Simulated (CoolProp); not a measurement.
Water along the isotherm 65.35 °C: density (kg/m³) from the reference equation and from simpler models built on Tc = 373.9 °C, pc = 22.06 MPa, ω = 0.344; each cubic takes its own stable root.

Computed with CoolProp (reference Helmholtz-energy equation of state, Wagner 2002).

```tsv
p (MPa)	phase	reference
0.316	liquid	980.5
0.534	liquid	980.6
0.901	liquid	980.7
1.52	liquid	981.0
2.57	liquid	981.4
4.33	liquid	982.2
7.31	liquid	983.5
12.3	liquid	985.6
20.8	liquid	989.2
35.1	liquid	995.1
59.3	liquid	1005
100	liquid	1020
```

Question: How far does each simpler model (van der Waals, Redlich-Kwong, Soave-Redlich-Kwong, Peng-Robinson) lie from the reference over these 12 states: mean and median of the absolute difference, and the worst?

Answer: 
- van der Waals: mean 59.1 %, median 51.2 %, worst -99.8 % at 65.35 °C and 0.316 MPa
- Redlich-Kwong: mean 27.9 %, median 27.8 %, worst -28.5 % at 65.35 °C and 100 MPa
- Soave-Redlich-Kwong: mean 25.6 %, median 25.3 %, worst -26.8 % at 65.35 °C and 100 MPa
- Peng-Robinson: mean 16.3 %, median 16.0 %, worst -17.9 % at 65.35 °C and 100 MPa

At some of these states van der Waals gives the other phase, because its saturation line lies elsewhere.
